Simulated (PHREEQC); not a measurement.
Dissolve 140 mmol/kgw FeCl3, 1.1 mmol/kgw MgSO4, 110 mmol/kgw H2SO4 and 2.1 mmol/kgw Na2SO4 at 25 °C. Closed to the air; pH follows from the charge balance.

The numbers come from PHREEQC with the ion-association model, phreeqc.dat.

Precipitation was switched off in this run.

Problem. Order these Cl species by the share of Cl that they hold, largest first: FeCl+2, FeCl2+, Cl-, FeCl3.

Solution. Cl- (84 %), FeCl+2 (9.8 %), FeCl2+ (6.2 %), FeCl3 (0.13 %)

The pH is 0.92 and the ionic strength 0.530 mol/kgw. Examples of supersaturated solids here: Hematite (slow to form), Goethite (slow to form). Others may be too.
